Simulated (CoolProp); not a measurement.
Vapour-liquid equilibrium of trans-2-butene (1) + acetone (2) at 651 kPa; x and y are mole fractions of (1).

Computed with CoolProp (multi-fluid Helmholtz-energy mixture model, Lemmon 2005 and Lemmon 2006; pair parameters Bell 2016).

```tsv
x	bubble temperature (K)	y at the bubble point	dew temperature at overall composition x (K)	liquid density (mol/L)
0.05	386.0	0.224	394.2	11.44
0.2	363.6	0.598	[?]	11.41
0.35	[?]	0.741	379.4	11.15
0.5	345.5	0.809	[?]	10.80
0.65	341.5	0.855	359.5	[?]
0.8	338.4	0.902	346.3	[?]
0.95	[?]	0.968	336.3	9.891
```

### Question
Some entries are withheld; supply them.

### Answer

- 0.2, dew temperature at overall composition x (K): 387.2
- 0.35, bubble temperature (K): 351.7
- 0.5, dew temperature at overall composition x (K): 370.4
- 0.65, liquid density (mol/L): 10.45
- 0.8, liquid density (mol/L): 10.14
- 0.95, bubble temperature (K): 335.7

No azeotrope shows between x = 0.05 and 0.95.

Pair parameters are fitted to limited data, so mixtures are less certain than the pure fluids.
